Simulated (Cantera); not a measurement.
# Equilibrium for silicon etching in halogen gases: Si + Cl2 + N2 + F2

Input: 1 mol Si, 5.4 mol Cl2, 7.8 mol N2, 9.5 mol F2, held at 42.0 Pa.

Cantera equilibrium calculation (NASA polynomials, part measured and part estimated; ideal gas, pure solids and liquids). Candidate condensed phases: Si, Si3N4; 24 gas species. Equilibrium is a limit: real reactors are often held back by kinetics, nucleation or transport.

From 698 K to 998 K nothing is condensed. The main Si-bearing gas is SiF4 throughout.

```csv
T (K),x ClF,x N2,x F,x F2,x SiF4,x NF3
698,0.494,0.356,0.0194,0.0830,0.0457,0.00216
748,0.486,0.351,0.0460,0.0710,0.0450,0.000374
798,0.476,0.344,0.0870,0.0490,0.0441,5.68e-5
848,0.465,0.336,0.130,0.0255,0.0431,6.62e-6
898,0.458,0.331,0.158,0.0103,0.0424,6.02e-7
948,0.455,0.329,0.170,0.00373,0.0422,5.24e-8
998,0.453,0.328,0.175,0.00138,0.0421,5.21e-9
```
x: gas mole fraction; nothing condenses.
